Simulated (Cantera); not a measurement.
A perfectly stirred reactor is fed with 1.67 % H2, 42.8 % O2, 55.6 % N2, at 0.0109 atm; it is held at 1150 K, and followed from long to short residence time.

Model: the H2/O2 subset of GRI-Mech 3.0, which has no nitrogen chemistry, integrated in Cantera. Radical loss at walls, strong at low pressure, is not modelled.

Q: Predict: x(H2) at τ = 27.0 s; x(O2) at τ = 27.0 s; x(H2O2) at τ = 27.0 s; x(OH) at τ = 27.0 s; x(H2O) at τ = 27.0 s; x(H2) at τ = 56.0 ms; x(O2) at τ = 56.0 ms; x(H2O2) at τ = 56.0 ms; x(OH) at τ = 56.0 ms; x(H2O) at τ = 56.0 ms.

A: 
* **x(H2) at τ = 27.0 s**: 1.75e-5
* **x(O2) at τ = 27.0 s**: 0.422
* **x(H2O2) at τ = 27.0 s**: 1.35e-8
* **x(OH) at τ = 27.0 s**: 0.000176
* **x(H2O) at τ = 27.0 s**: 0.0167
* **x(H2) at τ = 56.0 ms**: 0.000660
* **x(O2) at τ = 56.0 ms**: 0.417
* **x(H2O2) at τ = 56.0 ms**: 3.47e-8
* **x(OH) at τ = 56.0 ms**: 0.00109
* **x(H2O) at τ = 56.0 ms**: 0.0146
